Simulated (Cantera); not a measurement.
**Equilibrium for abatement and gas-phase synthesis: S + H2O + N2**

Charge: 1 mol S, 0.89 mol H2O, 5.7 mol N2, at 1650 K and 78.0 bar.

Method: chemical equilibrium by Gibbs-energy minimisation in Cantera with the NASA 1993 tables (ideal gas, pure condensed phases). Candidate condensed phases: H2O, H2SO4, S; 35 gas species. The ideal-gas law is rough above about 30 bar. The numbers say what is thermodynamically allowed, not how fast it happens.

```
Item                                Result
-------------------------------  ---------
x(N2)                                0.808
x(H2O)                              0.0892
x(S2)                               0.0455
x(H2S)                              0.0287
x(SO2)                              0.0174
x(H2)                              0.00810
x(S2O)                             0.00187
x(SH)                             0.000534
x(SO)                             0.000426
gas amount                       7.052 mol
log10 activity of S(l) (absent)      -1.08
```
